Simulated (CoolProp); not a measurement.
Model: reference Helmholtz-energy equation of state, Lemmon 2006, in CoolProp. It is a short technical equation, of lower accuracy than the large ones.

For isopentane, give the phase and the cv (kJ/(kg K)), speed of sound (m/s) at 248 K and 4.09 MPa.


- 248 K and 4.09 MPa: liquid; cv 1.51, speed of sound 1230
